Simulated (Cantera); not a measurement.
An adiabatic, constant-pressure homogeneous reactor starts with 15.0 % H2, 17.8 % O2, 67.2 % N2, equivalence ratio 0.42, at 1725 K and 30.0 bar.

Detailed kinetics in Cantera: the H2/O2 subset of GRI-Mech 3.0, which has no nitrogen chemistry. The hydrogen kinetics of GRI-Mech 3.0 are dated; newer H2 mechanisms differ, most at raised pressure. The pressure lies above the range GRI-Mech 3.0 was tuned for (to about 10 atm).

Task: Predict: time of steepest temperature rise; temperature at 0.200 s; equilibrium temperature; x(H2) at 0.200 s; x(O2) at 0.200 s; x(OH) at 0.200 s; x(H2O2) at 0.200 s; x(HO2) at 0.200 s; x(H) at 0.200 s; x(H2O) at 0.200 s.

Result: 
```json
{
 "time_of_steepest_temperature_rise": "0.311 µs",
 "temperature at 0.200 s": "2691 K",
 "equilibrium_temperature": "2691 K",
 "x(H2) at 0.200 s": "0.00121 (gas-phase equilibrium 0.00121)",
 "x(O2) at 0.200 s": "0.108 (gas-phase equilibrium 0.108)",
 "x(OH) at 0.200 s": "0.0113 (gas-phase equilibrium 0.0113)",
 "x(H2O2) at 0.200 s": "2.87e-6 (gas-phase equilibrium 2.87e-6)",
 "x(HO2) at 0.200 s": "4.00e-5 (gas-phase equilibrium 4.00e-5)",
 "x(H) at 0.200 s": "0.000351 (gas-phase equilibrium 0.000351)",
 "x(H2O) at 0.200 s": "0.154 (gas-phase equilibrium 0.154)"
}
```
